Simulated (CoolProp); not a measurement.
Properties of R115 along the isotherm 130.65 °C.

Values from CoolProp's reference Helmholtz-energy equation of state, Lemmon 2016.

```csv
p (MPa),phase,cp (kJ/(kg K)),cv (kJ/(kg K)),fugacity coefficient
0.335,gas,0.8487,0.7886,0.9778
0.671,gas,0.8585,0.7910,0.9558
1.01,gas,0.8699,0.7936,0.9337
1.34,gas,0.8828,0.7963,0.9124
1.68,gas,0.8983,0.7994,0.8906
2.01,gas,0.9161,0.8026,0.8695
2.35,gas,0.9377,0.8062,0.8480
2.68,gas,0.9626,0.8099,0.8272
3.02,gas,0.9934,0.8140,0.8060
3.35,supercritical,1.029,0.8183,0.7856
3.69,supercritical,1.073,0.8230,0.7648
4.02,supercritical,1.124,0.8277,0.7448
4.36,supercritical,1.184,0.8328,0.7245
4.69,supercritical,1.248,0.8375,0.7051
```
